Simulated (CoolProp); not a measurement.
Vapour-liquid equilibrium of R134a (1) + R236FA (2) at 239.2 K; x and y are mole fractions of (1).

The numbers come from the multi-fluid Helmholtz-energy mixture model, Tillner-Roth 1994 and Pan 2012; pair parameters Bell 2016 in CoolProp.

Question: Give the bubble pressure and the first vapour's composition at x = 0.05, 0.2, 0.65. Is there an azeotrope?

Answer: x = 0.05: 0.02329 MPa, y = 0.146; x = 0.2: 0.03046 MPa, y = 0.447; x = 0.65: 0.05223 MPa, y = 0.857. No azeotrope shows between x = 0.05 and 0.95.

Pair parameters are fitted to limited data, so mixtures are less certain than the pure fluids.
